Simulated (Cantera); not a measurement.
A perfectly stirred reactor is fed with CH₄ : O₂ : N₂ = 1 : 2.7 : 10.2 (molar parts), equivalence ratio 0.74, at 1.01 bar; it is adiabatic with a 375 K inlet, and is followed from long to short residence time, starting on the burning branch (τ in s: 0.025, 0.011, 0.0045, 0.0019, 0.0008, 0.00034, 0.00014, 6e-05, 2.5e-05, 1.1e-05, 4.5e-06).

Model: GRI-Mech 3.0 (53 species, 325 reactions), integrated in Cantera.

### Question
What does this change do: pressure from 1.01 bar to 10.0 bar?

### Answer
```
quantity                                                                       before                                after
------------------------------------------------  -----------------------------------  -----------------------------------
blow-out, bracketed by the residence times tried  burning at 0.140 ms, out at 60.0 µs  burning at 0.140 ms, out at 60.0 µs
x(CH₄) at τ = 25.0 ms                                                         1.74e-5                              7.28e-6
x(O₂) at τ = 25.0 ms                                                           0.0505                               0.0502
x(HCO) at τ = 25.0 ms                                                         7.87e-8                              7.99e-9
x(H₂O) at τ = 25.0 ms                                                           0.141                                0.143
x(CO) at τ = 25.0 ms                                                          0.00161                             0.000243
x(CH₄) at τ = 0.340 ms                                                       0.000415                             0.000195
x(O₂) at τ = 0.340 ms                                                          0.0582                               0.0526
x(HCO) at τ = 0.340 ms                                                        6.05e-6                              6.22e-7
x(H₂O) at τ = 0.340 ms                                                          0.131                                0.141
x(CO) at τ = 0.340 ms                                                          0.0152                              0.00426
```

### Question
What does this change do: CH4 1 to 0.66 parts?

### Answer
| quantity | before | after |
|---|---|---|
| blow-out, bracketed by the residence times tried | burning at 0.140 ms, out at 60.0 µs | burning at 1.90 ms, out at 0.800 ms |
| x(CH₄) at τ = 25.0 ms | 1.74e-5 | 6.84e-5 |
| x(O₂) at τ = 25.0 ms | 0.0505 | 0.102 |
| x(HCO) at τ = 25.0 ms | 7.87e-8 | 5.64e-8 |
| x(H₂O) at τ = 25.0 ms | 0.141 | 0.0966 |
| x(CO) at τ = 25.0 ms | 0.00161 | 0.000934 |
| x(CH₄) at τ = 0.340 ms | 0.000415 | 0.0487 |
| x(O₂) at τ = 0.340 ms | 0.0582 | 0.199 |
| x(HCO) at τ = 0.340 ms | 6.05e-6 | <1e-12 |
| x(H₂O) at τ = 0.340 ms | 0.131 | <1e-12 |
| x(CO) at τ = 0.340 ms | 0.0152 | <1e-12 |
